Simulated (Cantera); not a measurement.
Input (Python, Cantera):

```python
import numpy as np
import cantera as ct

gas = ct.Solution("h2o2.yaml")
gas.TPX = 375, 190000, {'H2': 1, 'O2': 0.633, 'N2': 1.65, 'H2O': 0.91}
flame = ct.FreeFlame(gas, width=0.026)
flame.set_refine_criteria(ratio=3, slope=0.08, curve=0.16)
flame.transport_model = "mixture-averaged"
flame.solve(loglevel=0, auto=True)
z, T = flame.grid, flame.T
thick = (T[-1] - T[0]) / np.gradient(T, z).max()
show = ['H2', 'O2', 'H2O', 'H2O2', 'OH', 'H']
print(f"laminar burning velocity  {flame.velocity[0] * 100:.3f} cm/s")
print(f"burnt temperature         {T[-1]:.1f} K")
print(f"thermal thickness         {thick * 1e3:.4f} mm")
print(f"grid points               {len(z)}")
z0 = z[flame.heat_release_rate.argmax()]
print(f"{'z/mm':>9s}{'T/K':>9s}{'u/(m/s)':>9s}" + "".join(f"{s:>11s}" for s in show))
rows = []
for k in (-3, -2, -1.5, -1, -0.5, -0.25, 0, 0.25, 0.5, 1, 2, 4, 8):
    zz = z0 + k * thick
    rows.append([k * thick, np.interp(zz, z, T), np.interp(zz, z, flame.velocity),
                 *(np.interp(zz, z, flame.X[gas.species_index(s)]) for s in show)])
    print(f"{rows[-1][0] * 1e3:9.3f}{rows[-1][1]:9.1f}{rows[-1][2]:9.3f}" + "".join(f"{x:11.3e}" for x in rows[-1][3:]))
```

It prints:

```
laminar burning velocity  125.978 cm/s
burnt temperature         2008.0 K
thermal thickness         0.1690 mm
grid points               111
     z/mm      T/K  u/(m/s)         H2         O2        H2O       H2O2         OH          H
   -0.507    375.1    1.259  2.377e-01  1.511e-01  2.173e-01  6.023e-09  9.104e-13  1.925e-14
   -0.338    375.5    1.257  2.352e-01  1.516e-01  2.181e-01  6.263e-08  9.063e-12  1.743e-13
   -0.254    376.7    1.255  2.311e-01  1.524e-01  2.194e-01  3.198e-07  6.204e-11  9.870e-13
   -0.169    388.3    1.272  2.160e-01  1.550e-01  2.249e-01  5.055e-06  5.430e-09  7.659e-11
   -0.085    543.5    1.695  1.643e-01  1.565e-01  2.561e-01  1.070e-04  1.080e-05  2.651e-06
   -0.042    875.6    2.661  1.191e-01  1.400e-01  3.079e-01  1.590e-04  4.504e-04  5.284e-04
    0.000   1255.1    3.769  7.354e-02  1.080e-01  3.755e-01  4.695e-05  1.818e-03  3.680e-03
    0.042   1509.2    4.519  4.036e-02  7.705e-02  4.292e-01  7.253e-06  5.042e-03  6.649e-03
    0.085   1654.7    4.947  2.413e-02  5.979e-02  4.572e-01  4.282e-06  8.136e-03  6.602e-03
    0.169   1799.1    5.361  1.373e-02  4.854e-02  4.781e-01  2.396e-06  9.877e-03  4.007e-03
    0.338   1905.7    5.654  7.648e-03  4.384e-02  4.918e-01  1.336e-06  8.490e-03  1.541e-03
    0.676   1967.9    5.820  3.467e-03  4.172e-02  5.009e-01  7.482e-07  6.072e-03  4.351e-04
    1.352   1995.8    5.892  1.419e-03  4.111e-02  5.054e-01  4.298e-07  4.067e-03  1.138e-04
```

Cantera simulation using the H2/O2 subset of GRI-Mech 3.0, which has no nitrogen chemistry; the numbers are that mechanism's predictions, not measurements. Burning velocities carry a grid error of a few per cent, more on coarse grids.
